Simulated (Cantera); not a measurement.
Input (Python, Cantera):

```python
import numpy as np
import cantera as ct

gas = ct.Solution("gri30.yaml")
gas.TPX = 1325, 110000, {'CO': 0.0012, 'O2': 0.013, 'H2O': 0.0065, 'N2': 1}
reactor = ct.IdealGasConstPressureReactor(gas, energy="off", clone=False)
net = ct.ReactorNet([reactor])
net.rtol, net.atol = 1e-08, 1e-18
show = ['CO', 'O2', 'H2O', 'CO2', 'O', 'N2O', 'NO']
times = np.geomspace(9e-05, 30, 9)

steps = ct.SolutionArray(gas, extra=["t"])
rows = []
print(f"{'t/s':>10s}{'T/K':>9s}{'P/Pa':>11s}" + "".join(f"{s:>11s}" for s in show))
for t in times:
    while net.time < t:
        t_next = net.step()
        steps.append(gas.state, t=t_next)
    rows.append([np.interp(t, steps.t, y) for y in (steps.T, steps.P, *steps(*show).X.T)])
    print(f"{t:10.3e}{rows[-1][0]:9.1f}{rows[-1][1]:11.4g}" + "".join(f"{x:11.3e}" for x in rows[-1][2:]))
rate = np.gradient(steps.T, steps.t)
print("integrator steps:", len(steps.t))
if steps.T.max() > steps.T[0] + 200:
    print(f"time of steepest temperature rise: {steps.t[rate.argmax()]:.4e} s")
gas.TPX = 1325, 110000, {'CO': 0.0012, 'O2': 0.013, 'H2O': 0.0065, 'N2': 1}
gas.equilibrate("TP")
print(f"equilibrium (TP): T = {gas.T:.1f} K  " + "  ".join(f"{s} {gas[s].X[0]:.3e}" for s in show))
```

Output:

```
       t/s      T/K       P/Pa         CO         O2        H2O        CO2          O        N2O         NO
 9.000e-05   1325.0    1.1e+05  1.176e-03  1.274e-02  6.368e-03  4.590e-10  4.040e-10  2.345e-14  1.276e-17
 4.412e-04   1325.0    1.1e+05  1.176e-03  1.274e-02  6.368e-03  3.427e-09  2.056e-09  4.317e-13  3.138e-16
 2.163e-03   1325.0    1.1e+05  1.175e-03  1.274e-02  6.368e-03  4.280e-07  1.767e-07  6.527e-11  5.255e-14
 1.060e-02   1325.0    1.1e+05  2.933e-04  1.227e-02  6.323e-03  8.828e-04  4.254e-05  3.030e-07  1.798e-08
 5.196e-02   1325.0    1.1e+05  1.060e-05  1.216e-02  6.364e-03  1.166e-03  1.995e-06  5.011e-07  3.671e-08
 2.547e-01   1325.0    1.1e+05  2.074e-07  1.215e-02  6.370e-03  1.176e-03  1.456e-07  3.315e-07  4.111e-08
 1.249e+00   1325.0    1.1e+05  3.416e-09  1.216e-02  6.371e-03  1.176e-03  3.482e-08  3.328e-08  4.205e-08
 6.120e+00   1325.0    1.1e+05  2.560e-09  1.216e-02  6.371e-03  1.176e-03  2.914e-08  9.597e-09  4.231e-08
 3.000e+01   1325.0    1.1e+05  2.560e-09  1.216e-02  6.371e-03  1.176e-03  2.914e-08  9.597e-09  4.343e-08
integrator steps: 1203
equilibrium (TP): T = 1325.0 K  CO 2.566e-09  O2 1.209e-02  H2O 6.371e-03  CO2 1.176e-03  O 2.907e-08  N2O 9.576e-09  NO 1.249e-04
```

Detailed kinetics in Cantera: GRI-Mech 3.0 (53 species, 325 reactions).
